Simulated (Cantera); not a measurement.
An adiabatic, constant-volume homogeneous reactor starts with CO : H2 : CH4 : O2 : N2 = 1 : 0.22 : 0.73 : 4.6 : 17.3 (molar parts), equivalence ratio 0.45, at 1375 K and 300 Torr. Integrator tolerance rtol = 1e-08.

Model: GRI-Mech 3.0 (53 species, 325 reactions), integrated in Cantera.

Problem. What does this change do: pressure from 300 Torr to 4430 Torr?

Solution. 
```
quantity                                                            before                                      after
---------------------------------  ---------------------------------------  -----------------------------------------
time of steepest temperature rise                                  1.20 ms                                   0.148 ms
temperature at 1.00 s                                               2457 K                                     2537 K
equilibrium temperature                                             2457 K                                     2537 K
x(CO) at 1.00 s                    0.00732 (gas-phase equilibrium 0.00732)    0.00309 (gas-phase equilibrium 0.00309)
x(H2) at 1.00 s                    0.00119 (gas-phase equilibrium 0.00119)  0.000473 (gas-phase equilibrium 0.000473)
x(CH4) at 1.00 s                     <1e-12 (gas-phase equilibrium <1e-12)      <1e-12 (gas-phase equilibrium <1e-12)
x(C2H6) at 1.00 s                    <1e-12 (gas-phase equilibrium <1e-12)      <1e-12 (gas-phase equilibrium <1e-12)
x(CH3) at 1.00 s                     <1e-12 (gas-phase equilibrium <1e-12)      <1e-12 (gas-phase equilibrium <1e-12)
```
